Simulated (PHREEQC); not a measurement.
Consider water at 25 °C with 3.9 mmol/kgw FeSO4 and 18 mmol/kgw NH4Br. Closed to the air; pH follows from the charge balance.

The numbers come from PHREEQC with the ion-association model, phreeqc.dat.

No solid was allowed to form.

What pH, specific conductance does the model give?

pH 5.58; specific conductance 3060 µS/cm.

In which forms is N present?

NH4+ 98 %, NH4SO4- 2.0 % of the N.
